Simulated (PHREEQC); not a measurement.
Make-up at 25 °C: 0.089 mol KOH and 0.02 mol CO2 per kg of water. Closed to the air; pH follows from the charge balance.

Equilibrium calculation in PHREEQC: ion-association model, wateq4f.dat.

```csv
quantity,before,after
pH,12.57,4.01
ionic strength (mol/kgw),0.109,0.0891
HCO3- (mol/kgw),5.51e-5,0.000117
CO2 (mol/kgw),2.56e-11,0.0199
```

Task: Name the change that produced these shifts.
A. diluted 5-fold with water
B. KOH replaced by KCl at the same molality
C. KOH from 0.089 to 0.0801 mol/kgw
D. temperature from 25 to 75 °C

Result: B, KOH replaced by KCl at the same molality

Precipitation was switched off in this run.
